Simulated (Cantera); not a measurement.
Mixture: 4.25 % CH4, 0.595 % H2, 20.0 % O2, 75.2 % N2, equivalence ratio 0.44, at 5.40 bar, adiabatic and at constant pressure. Ignition delay is the time to a rise of 400 K.

Cantera simulation using GRI-Mech 3.0 (53 species, 325 reactions); the numbers are that mechanism's predictions, not measurements.

### Question
Predict: delay at 1250 K; delay at 1400 K; delay at 1550 K; delay at 1700 K; delay at 1850 K; apparent activation energy between 1700 and 1850 K.

### Answer
```
Quantity                                                Result
--------------------------------------------------  ----------
delay at 1250 K                                        1.15 ms
delay at 1400 K                                       0.299 ms
delay at 1550 K                                        91.4 µs
delay at 1700 K                                        33.7 µs
delay at 1850 K                                        14.6 µs
apparent activation energy between 1700 and 1850 K  150 kJ/mol
```
